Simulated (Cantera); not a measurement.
**Equilibrium for oxide etching and cleaning by halides: Al2O3 + HCl**

A closed system holds: 1 mol Al2O3, 29 mol HCl, held at 6.00 mbar.

Method: chemical equilibrium by Gibbs-energy minimisation in Cantera with the NASA 1993 tables (ideal gas, pure condensed phases). Candidate condensed phases: Al, AlCl3, Al2O3, H2O; 29 gas species. The tables' values for AlCl2 are old estimates; treat these amounts as uncertain. Condensed phases not in the tables: AlOCl. Kinetics and transport are ignored.

From 327 °C to 1627 °C the condensed part is Al2O3(s). The main Al-bearing gas is AlCl3 throughout.

```tsv
T (°C)	x HCl	x Cl	x H2	x H2O	x AlCl3	x H	n Al2O3(s)
327	1.000	1.37e-11	2.96e-9	1.01e-6	6.76e-7	<1e-12	1.000
427	1.000	1.76e-9	4.33e-8	6.66e-6	4.44e-6	<1e-12	1.000
527	1.000	6.66e-8	3.38e-7	2.70e-5	1.80e-5	<1e-12	1.000
627	1.000	1.09e-6	1.84e-6	7.98e-5	5.32e-5	2.05e-12	0.999
727	1.000	9.47e-6	8.30e-6	0.000188	0.000125	8.44e-11	0.998
827	0.999	5.20e-5	3.30e-5	0.000377	0.000252	1.92e-9	0.996
927	0.999	0.000206	0.000114	0.000670	0.000447	2.73e-8	0.994
1027	0.997	0.000650	0.000341	0.00108	0.000723	2.64e-7	0.990
1127	0.995	0.00173	0.000885	0.00163	0.00109	1.87e-6	0.984
1227	0.990	0.00402	0.00203	0.00230	0.00153	1.02e-5	0.978
1327	0.982	0.00840	0.00421	0.00310	0.00206	4.55e-5	0.970
1427	0.969	0.0161	0.00796	0.00400	0.00262	0.000170	0.961
1527	0.949	0.0285	0.0139	0.00501	0.00315	0.000545	0.951
1627	0.918	0.0473	0.0225	0.00619	0.00349	0.00154	0.938
```
x: gas mole fraction; n: condensed amount in mol.
